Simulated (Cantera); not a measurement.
# Thermodynamics of metals in furnace atmospheres, feed Al + O2 + H2

A closed system holds: 1 mol Al, 0.014 mol O2, 5.7 mol H2, equilibrated at 1798 K and 1.40 bar.

These are equilibrium values from Cantera (NASA tables, ideal gas, pure condensed phases), not measurements of a reactor. Candidate condensed phases: Al, Al2O3, H2O; 19 gas species. Mutual solubility and eutectic melting of coexisting phases are not modelled. The numbers say what is thermodynamically allowed, not how fast it happens.

| Quantity | Value |
|---|---|
| x(H2) | 0.998 |
| x(Al2O) | 0.000926 |
| x(Al) | 0.000554 |
| x(AlH) | 0.000300 |
| x(H) | 0.000297 |
| x(AlOH) | 2.56e-6 |
| n(Al(l)) | 0.969 mol |
| n(Al2O3(s)) | 0.00757 mol |
| gas amount | 5.710 mol |
